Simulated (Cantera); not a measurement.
A perfectly stirred reactor is fed with NH3 : H2 = 1 : 2.5 (molar parts), at 0.0316 atm; it is held at 1475 K, and followed from long to short residence time.

Computed with Cantera and the gas-phase N/H chemistry of the illustrative SiF4/NH3 mechanism in the Surface Chemkin manual (1991). Walls and surfaces, which speed up NH3 decomposition in real reactors, are not modelled.

### Question
What does this change do: temperature 1475 to 2048 K?

### Answer
```tsv
quantity	before	after
x(NH3) at τ = 1.10 s	0.286	0.0928
x(H2) at τ = 1.10 s	0.714	0.831
x(H) at τ = 1.10 s	2.17e-5	0.00108
x(NH2) at τ = 1.10 s	1.88e-5	0.000357
x(N2H4) at τ = 1.10 s	1.82e-9	1.29e-9
x(NH3) at τ = 11.0 ms	0.286	0.281
x(H2) at τ = 11.0 ms	0.714	0.716
x(H) at τ = 11.0 ms	4.67e-7	0.000571
x(NH2) at τ = 11.0 ms	4.04e-7	0.000660
x(N2H4) at τ = 11.0 ms	<1e-12	4.41e-9
```
